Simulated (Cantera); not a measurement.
A freely propagating, adiabatic, planar premixed flame of 4.97 % C3H8, 19.1 % O2, 72.0 % N2, 3.87 % CO2, unburnt at 650 K and 1050 Torr; mixture-averaged transport, grid criteria slope 0.08 and curve 0.16, no radiation.

Model: GRI-Mech 3.0 (53 species, 325 reactions), integrated in Cantera. GRI-Mech 3.0 was tuned for natural gas; its chemistry of propane as a main component is partial and can be far from experiment. Burning velocities carry a grid error of a few per cent, more on coarse grids.

x: mole fraction of selected species; z is measured from the peak of heat release.

| z (mm) | T (K) | u (m/s) | x C3H8 | x O2 | x CO2 | x C2H2 | x NO | x N2O |
|---|---|---|---|---|---|---|---|---|
| -0.648 | 650 | 1.29 | 0.0496 | 0.191 | 0.0387 | 1.37e-7 | <1e-8 | <1e-8 |
| -0.432 | 653 | 1.30 | 0.0494 | 0.190 | 0.0385 | 2.17e-6 | 1.72e-8 | <1e-8 |
| -0.324 | 661 | 1.33 | 0.0492 | 0.188 | 0.0384 | 1.08e-5 | 7.29e-8 | <1e-8 |
| -0.216 | 720 | 1.46 | 0.0479 | 0.180 | 0.0381 | 9.54e-5 | 5.11e-7 | <1e-8 |
| -0.108 | 1067 | 2.24 | 0.0337 | 0.141 | 0.0395 | 0.000893 | 3.95e-6 | <1e-8 |
| -0.0540 | 1442 | 3.15 | 0.0111 | 0.0969 | 0.0436 | 0.00228 | 9.00e-6 | 1.71e-8 |
| 0 | 1802 | 4.03 | 0.000356 | 0.0509 | 0.0516 | 0.00362 | 1.84e-5 | 3.33e-8 |
| 0.0540 | 1988 | 4.47 | 5.57e-7 | 0.0233 | 0.0609 | 0.00149 | 3.31e-5 | 4.57e-8 |
| 0.108 | 2049 | 4.61 | <1e-8 | 0.0116 | 0.0692 | 0.000217 | 4.71e-5 | 5.19e-8 |
| 0.216 | 2085 | 4.67 | <1e-8 | … | 0.0788 | … | … | 5.07e-8 |
| 0.432 | 2122 | 4.73 | <1e-8 | 0.00360 | 0.0839 | <1e-8 | 6.90e-5 | 4.50e-8 |
| 0.864 | 2165 | 4.81 | <1e-8 | … | 0.0854 | <1e-8 | … | … |
| 1.73 | 2211 | 4.90 | <1e-8 | 0.00146 | 0.0865 | <1e-8 | 8.24e-5 | 3.41e-8 |

### Question
Complete the blanks.

### Answer

- 0.216, x O2: 0.00539
- 0.216, x C2H2: 2.11e-6
- 0.216, x NO: 6.12e-5
- 0.864, x O2: 0.00251
- 0.864, x NO: 7.51e-5
- 0.864, x N2O: 4.01e-8
